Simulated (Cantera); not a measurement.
## Gas-phase reforming

An isothermal, constant-pressure homogeneous reactor starts with 40.1 % CH4, 34.5 % CO2, 25.3 % H2, 0.124 % H2O, at 1875 K and 398 Torr.

Detailed kinetics in Cantera: GRI-Mech 3.0 (53 species, 325 reactions).

| t (s) | x CH4 | x CO2 | x H2 | x C2H6 | x H | x C2H2 |
|---|---|---|---|---|---|---|
| 9.00e-5 | 0.384 | 0.341 | 0.260 | 0.000738 | 0.000204 | 0.000418 |
| 0.000232 | 0.338 | 0.324 | 0.290 | 0.00104 | 0.000296 | 0.00850 |
| 0.000596 | 0.249 | 0.282 | 0.354 | 0.000581 | 0.000356 | 0.0418 |
| 0.00153 | 0.147 | 0.210 | 0.406 | 0.000223 | 0.000426 | 0.0833 |
| 0.00394 | 0.0655 | 0.110 | 0.407 | 5.77e-5 | 0.000493 | 0.112 |
| 0.0101 | 0.0252 | 0.0374 | 0.397 | 1.16e-5 | 0.000573 | 0.119 |
| 0.0261 | 0.0156 | 0.0244 | 0.430 | 4.45e-6 | 0.000625 | 0.103 |
| 0.0671 | 0.0119 | 0.0175 | 0.477 | 2.25e-6 | 0.000647 | 0.0760 |
| 0.173 | 0.00787 | 0.0102 | 0.524 | 8.75e-7 | 0.000667 | 0.0495 |
| 0.444 | 0.00444 | 0.00454 | 0.559 | 2.63e-7 | 0.000683 | 0.0301 |
| 1.14 | 0.00223 | 0.00135 | 0.579 | 6.89e-8 | 0.000692 | 0.0194 |
| 2.94 | 0.00118 | 0.000155 | 0.586 | 2.35e-8 | 0.000695 | 0.0156 |
| 7.56 | 0.000995 | 1.53e-6 | 0.587 | 1.84e-8 | 0.000695 | 0.0152 |
| 19.4 | 0.000993 | 4.39e-7 | 0.587 | 1.84e-8 | 0.000695 | 0.0152 |
| 50.0 | 0.000993 | 4.39e-7 | 0.587 | 1.84e-8 | 0.000695 | 0.0152 |
x: mole fraction; the columns are a selection and need not sum to one.

Equilibrium at this temperature and pressure: CH4 0.000993, CO2 4.42e-7, H2 0.587, C2H6 1.84e-8, H 0.000695, C2H2 0.0152 (gas phase only).
